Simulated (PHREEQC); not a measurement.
PHREEQC input (Pitzer model, pitzer.dat):

```
SOLUTION 1
  temp 25
  units mol/kgw
  pH 7 charge
  C(4) 0.005
  Na 0.137
  S(6) 0.028
  Cl 0.016
END
USE solution 1
INCREMENTAL_REACTIONS false
REACTION 1
  H2O -1
  0 9.886 18.011 24.689 30.178 34.689 38.397 41.444
  43.949 46.007 47.699 49.089 50.232 51.172 51.944 52.578
  53.1 53.528 53.88 54.17 54.408 54.603 54.764 moles
EQUILIBRIUM_PHASES 1
  Burkeite 0 0
  Halite 0 0
  Mirabilite 0 0
  Nahcolite 0 0
  Natron 0 0
  Thenardite 0 0
  Trona 0 0
  CO2(g) -3.4 10
SELECTED_OUTPUT 1
  -reset false
  -pH true
  -pe true
  -ionic_strength true
  -water true
  -activities H2O
  -totals C Cl Na S
  -molalities H+ Na+ Cl- CO3-2 SO4-2 OH- HCO3- CO2 HSO4-
  -equilibrium_phases Burkeite Halite Mirabilite Nahcolite Natron Thenardite Trona
PRINT
  -reset false
END
```

Selected output (columns that matter, 21 of 23 rows; water left (kg) added in front):

```
water left (kg)	pH	mu	C	Cl	Na	S	m_H+	m_Na+	m_Cl-	m_CO3-2	m_SO4-2	la_H2O	Mirabilite	Trona
1.00022	9.6032	0.18192	0.047992	0.015997	0.13697	0.027994	3.7601e-10	0.13697	0.015997	0.016952	0.027994	-0.0015297	0	0
0.82213	9.6412	0.22272	0.056995	0.019462	0.16664	0.034058	3.5498e-10	0.16664	0.019462	0.022019	0.034058	-0.0018299	0	0
0.67577	9.6771	0.27257	0.067727	0.023677	0.20273	0.041434	3.3734e-10	0.20273	0.023677	0.028403	0.041434	-0.0021891	0	0
0.555477	9.7108	0.33346	0.08054	0.028804	0.24663	0.050407	3.226e-10	0.24663	0.028804	0.036413	0.050407	-0.0026191	0	0
0.456605	9.7425	0.40779	0.095856	0.035041	0.30004	0.061322	3.1036e-10	0.30004	0.035041	0.046428	0.061322	-0.0031335	0	0
0.308563	9.8	0.60916	0.13614	0.051853	0.44399	0.090743	2.9215e-10	0.44399	0.051853	0.074425	0.090743	-0.0044833	0	0
0.253683	9.8258	0.74408	0.16247	0.063071	0.54004	0.11037	2.856e-10	0.54004	0.063071	0.093659	0.11037	-0.0053604	0	0
0.208566	9.8497	0.90857	0.19409	0.076714	0.65687	0.13425	2.804e-10	0.65687	0.076714	0.11746	0.13425	-0.0064071	0	0
0.171502	9.8716	1.1089	0.23207	0.093294	0.79883	0.16326	2.7624e-10	0.79883	0.093294	0.14682	0.16326	-0.007655	0	0
0.14103	9.8916	1.353	0.27777	0.11345	0.97143	0.19854	2.7273e-10	0.97143	0.11345	0.183	0.19854	-0.009145	0	0
0.115998	9.9095	1.6499	0.33277	0.13793	1.1811	0.24138	2.694e-10	1.1811	0.13793	0.22746	0.24138	-0.010926	0	0
0.0954152	9.9255	2.0113	0.39908	0.16769	1.4358	0.29345	2.6563e-10	1.4358	0.16769	0.28202	0.29345	-0.013065	0	0
0.0784886	9.9396	2.4511	0.47915	0.20385	1.7455	0.35674	2.6065e-10	1.7455	0.20385	0.34886	0.35674	-0.015651	0	0
0.0645879	9.9518	2.9851	0.57579	0.24772	2.1211	0.43352	2.535e-10	2.1211	0.24772	0.43045	0.43352	-0.018802	0	0
0.0531723	9.9621	3.6329	0.69254	0.30091	2.5765	0.52659	2.4309e-10	2.5765	0.30091	0.52977	0.52659	-0.02269	0	0
0.0437736	9.9705	4.4201	0.83411	0.36552	3.1297	0.63965	2.2823e-10	3.1297	0.36552	0.65067	0.63965	-0.027576	0	0
0.0297293	9.9803	6.5233	1.213	0.53819	4.6083	0.94183	1.8187e-10	4.6083	0.53819	0.97324	0.94183	-0.041939	0	0
0.024507	9.9801	7.9187	1.4663	0.65288	5.5902	1.1425	1.5018e-10	5.5902	0.65288	1.1859	1.1425	-0.052814	0	0
0.0202202	9.9746	9.6002	1.7745	0.79129	6.7754	1.3848	1.1481e-10	6.7754	0.79129	1.44	1.3848	-0.06763	0	0
0.0165908	9.949	10.984	1.8972	0.96439	7.7667	1.6877	8.735e-11	7.7667	0.96439	1.5297	1.6877	-0.082177	0	0.0027147
0.0123396	9.9154	11.05	1.6907	1.2966	7.9105	1.7838	7.7021e-11	7.9105	1.2966	1.3556	1.7838	-0.088675	0.0059892	0.0091363
```
